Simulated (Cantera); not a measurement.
Input (Python, Cantera) and output of one run.

```python
import numpy as np
import cantera as ct

gas_names = """
    Br Br2 Si SiBr SiBr2 SiBr3 SiBr4 Si2 Si3
""".split()
cond_names = """
    Br2(cr) Br2(L) Si(cr) Si(L)
""".split()


# ... load() reads the species with a 1 bar reference pressure and builds the phases ...
atoms = {
    'Si': {'Si': 1},
    'Br2': {'Br': 2},
}
top_T = {}  # K; cautious upper limits of use, not melting points


# ... equilibrate(T, P, feed) seeds the gas with the atoms and calls Mixture.equilibrate('TP', solver="vcs", rtol=1e-11, max_steps=5000) ...
results = []
feed = {'Si': 1, 'Br2': 0.63}  # mol
P = 29  # Pa
for T in [475, 525, 575, 625, 675, 725, 775, 825, 875, 925]:
    mix = equilibrate(T, P, feed)
    results.append((T, P, feed, dict(zip(mix.species_names, mix.species_moles))))

top = {s: max(r[3][s] / sum(r[3][g] for g in gas_names) for r in results) for s in gas_names}
cols = sorted((s for s in top if top[s] > 0.0001), key=lambda s: -top[s])[:9]
seen = [c for c in cond_names if any(r[3].get(c, 0) > 1e-12 for r in results)]
print("log10 of partial pressures in bar; condensed amounts in mol")
print(f"{'T/K':>10s}" + "".join(f"{s[:9]:>10s}" for s in cols + seen))
for T, P, feed, n in results:
    ng = sum(n[g] for g in gas_names)
    print(f"{T:10.4g}" + "".join(f"{np.log10(max(n[s] / ng * P / 1e5, 1e-99)):10.3f}" for s in cols)
          + "".join(f"{n.get(c, 0):10.4g}" for c in seen))
```

Output:

```
log10 of partial pressures in bar; condensed amounts in mol
       T/K     SiBr4     SiBr2     SiBr3    Si(cr)
       475    -3.538   -13.345   -11.488     0.685
       525    -3.538   -11.730   -10.344     0.685
       575    -3.538   -10.400    -9.401     0.685
       625    -3.538    -9.284    -8.611     0.685
       675    -3.538    -8.337    -7.939     0.685
       725    -3.538    -7.522    -7.360     0.685
       775    -3.538    -6.815    -6.858    0.6849
       825    -3.539    -6.195    -6.418    0.6845
       875    -3.542    -5.649    -6.030    0.6835
       925    -3.551    -5.167    -5.690    0.6807
```

These are equilibrium values from Cantera (NASA tables, ideal gas, pure condensed phases), not measurements of a reactor. The tables' values for SiBr3 are old estimates; treat these amounts as uncertain.
